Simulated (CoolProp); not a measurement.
Dry air at 127.27 K and 6.73 MPa flows at 1.4 m/s in a round tube of 6 mm bore and 45 µm roughness, fully developed (64/Re and Nu = 3.66 if laminar; Colebrook and Gnielinski if turbulent). Each further row changes one setting.

The numbers come from the reference Helmholtz-energy equation of state, Lemmon 2000 in CoolProp. It is a pseudo-pure fit of the blend.

```
case              Reynolds number  Darcy friction factor  pressure drop (Pa/m)  heat-transfer coefficient (W/(m² K))  mass flow (kg/h)
----------------  ---------------  ---------------------  --------------------  ------------------------------------  ----------------
as stated                  106000                 0.0352                  3610                                  7000              89.5
velocity 2.8 m/s           211000                 0.0348                 14300                                 13900               179
diameter 12 mm             211000                 0.0284                  1460                                  5850               358
```

Viscosity comes from a separate model (Lemmon 2004). Thermal conductivity comes from a separate model (Lemmon 2004).
